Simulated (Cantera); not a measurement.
Premixed flame

A freely propagating, adiabatic, planar premixed flame of H2 : O2 : N2 : H2O = 1 : 0.943 : 3.58 : 0.14 (molar parts), equivalence ratio 0.53, unburnt at 698 K and 2250 Torr; mixture-averaged transport, grid criteria slope 0.08 and curve 0.16, no radiation.

Model: the H2/O2 subset of GRI-Mech 3.0, which has no nitrogen chemistry, integrated in Cantera. The hydrogen kinetics of GRI-Mech 3.0 are dated; newer H2 mechanisms differ, most at raised pressure. Burning velocities carry a grid error of a few per cent, more on coarse grids. Lean hydrogen flames are cellular in practice and burn faster than this planar one.

| z (mm) | T (K) | u (m/s) | x H2 | x O2 | x H2O | x H2O2 | x H | x O |
|---|---|---|---|---|---|---|---|---|
| -0.342 | 698 | 3.52 | 0.176 | 0.167 | 0.0247 | <1e-8 | <1e-8 | <1e-8 |
| -0.228 | 698 | 3.52 | 0.175 | 0.167 | 0.0248 | 1.04e-8 | <1e-8 | <1e-8 |
| -0.171 | 698 | 3.51 | 0.174 | 0.167 | 0.0248 | 8.39e-8 | <1e-8 | <1e-8 |
| -0.114 | 702 | 3.51 | 0.167 | 0.168 | 0.0253 | 1.36e-6 | 8.90e-8 | 1.38e-7 |
| -0.0569 | 794 | 3.85 | 0.135 | 0.170 | 0.0362 | 4.42e-5 | 0.000136 | 3.37e-5 |
| -0.0285 | 1034 | 4.90 | 0.0970 | 0.159 | 0.0700 | 5.67e-5 | 0.00170 | 0.000544 |
| 0 | 1340 | 6.27 | 0.0525 | 0.131 | 0.126 | 1.72e-5 | 0.00566 | 0.00291 |
| 0.0285 | 1561 | 7.28 | 0.0231 | 0.105 | 0.169 | 5.54e-6 | 0.00738 | 0.00553 |
| 0.0569 | 1689 | 7.85 | 0.0115 | 0.0933 | 0.189 | 3.29e-6 | 0.00606 | 0.00608 |
| 0.114 | 1813 | 8.40 | 0.00539 | 0.0876 | 0.202 | 1.82e-6 | 0.00304 | 0.00448 |
| 0.228 | 1898 | 8.75 | 0.00249 | 0.0867 | 0.209 | 1.01e-6 | 0.000940 | 0.00215 |
| 0.456 | 1941 | 8.93 | 0.000914 | 0.0870 | 0.213 | 5.48e-7 | 0.000201 | 0.000791 |
| 0.911 | 1958 | 9.00 | 0.000301 | 0.0874 | 0.215 | 2.99e-7 | 3.87e-5 | 0.000268 |
x: mole fraction of selected species; z is measured from the peak of heat release.

```
Quantity                     Value
------------------------  --------
laminar burning velocity  352 cm/s
thermal thickness         0.114 mm
peak x(H2O2)               6.14e-5
peak x(H)                  0.00739
peak x(O)                  0.00612
grid points                    109
```
